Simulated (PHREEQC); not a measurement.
## Brine: an equilibrium model

Solution (25 °C): 1.4 mol HCl and 0.45 mol KBr per kg of water. Closed to the air; pH follows from the charge balance.

All values are PHREEQC results (Pitzer model, pitzer.dat), not measurements.

No solid was allowed to form.

### Question
What pH does the model give?

### Answer
pH -0.32.

Species that the database lacks are ignored. In brines, pH and single-ion activities rest on the MacInnes convention.
